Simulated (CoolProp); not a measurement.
Saturated liquid density (kg/m³) of 1-butene: the reference equation beside estimates from Tc = 419.3 K, pc = 40.06 bar, ω = 0.192. Rackett uses Z = 0.29056 − 0.08775 ω.

The numbers come from the reference Helmholtz-energy equation of state, Lemmon 2005 in CoolProp. It is a short technical equation, of lower accuracy than the large ones.

```tsv
T (K)	reference	Rackett	Peng-Robinson
228.7	667.8	662.6	697.4
236.1	___	654.9	690.1
243.4	651.9	647.2	___
250.7	643.8	639.4	674.8
258.1	635.6	___	666.5
265.4	627.3	623.2	___
272.7	618.9	614.9	649.1
280.1	610.2	606.2	639.6
287.4	601.4	597.6	629.9
294.7	___	___	619.7
302.1	583.2	579.4	608.8
309.4	573.8	___	597.5
316.7	564.1	560.2	585.6
324.1	553.9	___	572.9
331.4	543.5	539.6	559.6
```

Complete the blanks.


- 236.1, reference: 659.8
- 243.4, Peng-Robinson: 682.6
- 258.1, Rackett: 631.3
- 265.4, Peng-Robinson: 658.0
- 294.7, reference: 592.5
- 294.7, Rackett: 588.6
- 309.4, Rackett: 569.9
- 324.1, Rackett: 550.1

Absolute difference from the reference over all 15 rows, mean and median: Rackett 0.7 and 0.7 %, Peng-Robinson 4.4 and 4.6 %.
